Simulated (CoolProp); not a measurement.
Properties of octamethyltrisiloxane (MDM) along the isobar 1.89 MPa.

Model: reference Helmholtz-energy equation of state, Thol 2017, in CoolProp.

| T (K) | phase | Joule-Thomson coefficient (K/MPa) | isothermal compressibility (1/MPa) |
|---|---|---|---|
| 246.4 | liquid | -0.4975 | 0.001143 |
| 272.4 | liquid | -0.4715 | 0.001391 |
| 298.3 | liquid | -0.4402 | 0.001709 |
| 324.2 | liquid | -0.4039 | 0.002127 |
| 350.1 | liquid | -0.3621 | 0.002686 |
| 376.1 | liquid | -0.3129 | 0.003459 |
| 402 | liquid | -0.2532 | 0.004553 |
| 427.9 | liquid | -0.1764 | 0.006176 |
| 453.9 | liquid | -0.07021 | 0.008727 |
| 479.8 | liquid | 0.08790 | 0.01302 |
| 505.7 | liquid | 0.3524 | 0.02118 |
| 531.7 | liquid | 0.8899 | 0.04045 |
